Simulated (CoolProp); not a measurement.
Properties of nitrogen along the isobar 4.68 bar.

Values from CoolProp's reference Helmholtz-energy equation of state, Span 2000.

```
T (°C)    phase        Z  cv (kJ/(kg K))  expansivity (1/kK)  viscosity (µPa s)  conductivity (mW/(m K))
-------  ------  -------  --------------  ------------------  -----------------  -----------------------
-186.65  liquid  0.02388           1.036               6.578                116                      127
-162.05     gas   0.9295          0.7741               11.17               7.87                     10.9
-137.45     gas   0.9624          0.7561               8.279               9.36                     13.0
-112.85     gas   0.9780          0.7497               6.703               10.8                     15.2
-88.15      gas   0.9866          0.7469               5.670               12.2                     17.2
-63.55      gas   0.9917          0.7454               4.934               13.5                     19.3
-38.95      gas   0.9949          0.7446               4.375               14.8                     21.2
-14.35      gas   0.9970          0.7442               3.935               16.0                     23.1
10.25       gas   0.9985          0.7440               3.577               17.2                     24.9
34.85       gas   0.9995          0.7442               3.281               18.3                     26.7
59.45       gas    1.000          0.7446               3.031               19.4                     28.4
84.05       gas    1.001          0.7454               2.817               20.5                     30.1
```

Viscosity comes from a separate model (Lemmon 2004). Thermal conductivity comes from a separate model (Lemmon 2004).
